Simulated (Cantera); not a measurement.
Charge: 1 mol BCl3, 2.6 mol N2, held at 650 °C and 0.0133 bar.

Equilibrium computed with Cantera from the NASA thermochemical tables; the gas is ideal and each condensed phase is pure. Candidate condensed phases: B, BN; 10 gas species. Rates play no part.

Base state: N2 0.722, BCl3 0.278 (mole fractions); condensed: gas only.

Task: What changes in the equilibrium state with this change: 0.038 mol H2 added?

Result: 
```json
[
 {"species": "N2", "before": "0.722", "after": "0.711"},
 {"species": "BCl3", "before": "0.278", "after": "0.268"},
 {"species": "HCl", "before": "0", "after": "0.0209"},
 {"species": "BN(s), mol", "before": "0", "after": "0.0253"}
]
```
N2 is the only nitrogen source here; it is nearly inert below about 1500 K, so the nitride shown seldom forms there in practice. Further candidate phases: NH4Cl.
